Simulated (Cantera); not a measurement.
Cantera with NASA thermochemical tables; ideal gases at 1 bar, condensed phases pure. Values are per mole of reaction as written; species without (g) are pure solids or liquids, kept so even where they would boil at 1 bar.

Problem. Between 2098 and 2498 K, where is each reaction favourable under standard conditions?
- 4 Na(g) + CS2(g) ⇌ 2 Na2S + C

Solution. 
- 4 Na(g) + CS2(g) ⇌ 2 Na2S + C: ΔG° is -75 kJ at 2098 K and 116 kJ at 2498 K; it changes sign between 2248 and 2298 K. ΔH° is -1064 kJ and ΔS° -472 J/K at 2498 K.
